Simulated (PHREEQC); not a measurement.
A PHREEQC input (ion-association model, wateq4f.dat):

```
SOLUTION 1
  temp 40
  units mg/L
  pH 6.21
  pe -0.6
  Na 12.2
  K 0.851
  Ca 11.5
  Mg 0.591
  Cl 12.1 charge
  Li 0.1 charge
  S(6) 3.36 as SO4
  Alkalinity 46.8 as HCO3
  F 0.0129
  Br 0.0189
  Mn(2) 0.0168
END
USE solution 1
EQUILIBRIUM_PHASES 1
  Fluorite 0 0
  Quartz 0 0.5
  CO2(g) -3.4 10
END
```

It stops with these messages:

```
ERROR: Charge balance specified for more than one species.
ERROR: Program terminating due to input errors.
```

The fault: two constituents marked charge. The line should read `Cl 12.1` where the input has `Cl 12.1 charge / Li 0.1 charge`. With the mend the run ends at pH 8.17 and ionic strength 0.00151 mol/kgw.
